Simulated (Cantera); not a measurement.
A perfectly stirred reactor is fed with 5.85 % CH4, 18.9 % O2, 70.8 % N2, 4.39 % H2O, at 220000 Pa; it is adiabatic with a 548 K inlet, and is followed from long to short residence time, starting on the burning branch (τ in s: 0.23, 0.059, 0.015, 0.0037, 0.00095, 0.00024, 6e-05, 1.5e-05, 3.9e-06).

Computed with Cantera and GRI-Mech 3.0 (53 species, 325 reactions).

One state of this run: T (K) = 1809; x CH4 = 6.57e-5; x O2 = 0.0723; x H2O = 0.159; x H = 8.39e-5; x N2O = 9.94e-7; x NO2 = 2.66e-8; x OH = 0.00213. x: mole fraction; the columns are a selection and need not sum to one.

**Question.** Which value of τ (s) does it belong to?
(A) 0.059
(B) 3.9e-6
(C) 0.0037
(D) 0.00024

**Answer.** C, 0.0037
